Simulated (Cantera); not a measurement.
A closed system holds: 1 mol SiH2Cl2, a varied amount of H2, equilibrated at 1502 °C and 0.00220 bar.

Method: chemical equilibrium by Gibbs-energy minimisation in Cantera with the NASA 1993 tables (ideal gas, pure condensed phases). Candidate condensed phases: Si; 19 gas species. Gases not in the tables: Si2H6 and higher silanes. Equilibrium is a limit: real reactors are often held back by kinetics, nucleation or transport.

Task: Which condensed phases are stable at each of these points (n(H2) (mol)): 5, 9.7, 19, 36, 69, 130, 260, 490, 950?

Result: 
```json
[
 {"n(H2) (mol)": "5", "condensed phases": "Si(l)", "Si condensed (%)": "46.6"},
 {"n(H2) (mol)": "9.7", "condensed phases": "Si(l)", "Si condensed (%)": "56.2"},
 {"n(H2) (mol)": "19", "condensed phases": "Si(l)", "Si condensed (%)": "66.0"},
 {"n(H2) (mol)": "36", "condensed phases": "Si(l)", "Si condensed (%)": "73.6"},
 {"n(H2) (mol)": "69", "condensed phases": "Si(l)", "Si condensed (%)": "77.8"},
 {"n(H2) (mol)": "130", "condensed phases": "Si(l)", "Si condensed (%)": "76.5"},
 {"n(H2) (mol)": "260", "condensed phases": "Si(l)", "Si condensed (%)": "65.9"},
 {"n(H2) (mol)": "490", "condensed phases": "Si(l)", "Si condensed (%)": "42.5"},
 {"n(H2) (mol)": "950", "condensed phases": "gas only", "Si condensed (%)": "0.0"}
]
```

From 5 mol H2 to 490 mol H2 the condensed part is Si(l). At 950 mol H2 nothing is condensed.
